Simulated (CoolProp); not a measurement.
R142b at 293.15 K and 0.664 MPa is throttled through a valve to 0.461 MPa with no heat exchange. Each further row changes one setting.

The numbers come from the reference Helmholtz-energy equation of state, Lemmon 2006 in CoolProp. It is a short technical equation, of lower accuracy than the large ones.

| case | temperature change (K) | final phase | final density (kg/m³) |
|---|---|---|---|
| as stated | +0.0 | liquid | 1120 |
| outlet pressure 0.138 MPa | … | … | … |
| outlet pressure 0.599 MPa | +0.0 | liquid | 1120 |

Q: Fill in the missing entries.

A: 
- outlet pressure 0.138 MPa, temperature change (K): -21.2
- outlet pressure 0.138 MPa, final phase: two-phase, vapour fraction 0.125
- outlet pressure 0.138 MPa, final density (kg/m³): 50.0
